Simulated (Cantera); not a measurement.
**Thermodynamics of silicon oxide and oxynitride deposition, feed SiH₄ + O₃ + N₂O**

A closed system holds: 1 mol SiH₄, 0.2 mol O₃, 1.4 mol N₂O, equilibrated at 13.3 mbar.

These are equilibrium values from Cantera (NASA tables, ideal gas, pure condensed phases), not measurements of a reactor. Candidate condensed phases: H₂O, Si, SiO₂, Si₂N₂O, Si₃N₄; 35 gas species. Mutual solubility and eutectic melting of coexisting phases are not modelled. The tables hold silica as quartz up to 1696 K and as liquid above; real silica turns to tridymite and cristobalite and melts near 1996 K. The numbers say what is thermodynamically allowed, not how fast it happens.

```tsv
T (K)	x H₂	x N₂	x H₂O	x H	n SiO₂(β-quartz)	n Si₂N₂O(s)
875	0.588	0.412	7.49e-6	3.33e-10	1.000	0
925	0.588	0.412	1.03e-5	1.73e-9	1.000	0
975	0.588	0.412	1.36e-5	7.60e-9	1.000	0
1025	0.588	0.412	1.76e-5	2.89e-8	1.000	0
1075	0.588	0.412	2.20e-5	9.75e-8	1.000	0
1125	0.588	0.412	2.71e-5	2.95e-7	1.000	0
1175	0.588	0.412	3.27e-5	8.14e-7	1.000	0
1225	0.588	0.412	3.87e-5	2.07e-6	1.000	0
1275	0.588	0.412	4.53e-5	4.90e-6	1.000	5.05e-5
1325	0.588	0.412	5.23e-5	1.09e-5	1.000	5.41e-5
```
x: gas mole fraction; n: condensed amount in mol.

From 875 K to 1225 K the condensed part is SiO₂(β-quartz). From 1275 K to 1325 K the condensed part is SiO₂(β-quartz) + Si₂N₂O(s).
